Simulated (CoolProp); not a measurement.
Model: reference Helmholtz-energy equation of state, Lemmon 2006, in CoolProp. It is a short technical equation, of lower accuracy than the large ones.

**Question.** For toluene, give the phase and the density (kg/m³), cv (kJ/(kg K)), expansivity (1/kK), fugacity coefficient at -27.55 °C and 557 kPa; -83.45 °C and 1340 kPa.

**Answer.** 
- -27.55 °C and 557 kPa: liquid; density 911, cv 1.12, expansivity 1.01, fugacity coefficient 0.000229
- -83.45 °C and 1340 kPa: liquid; density 964, cv 1.03, expansivity 0.999, fugacity coefficient 2.07e-7
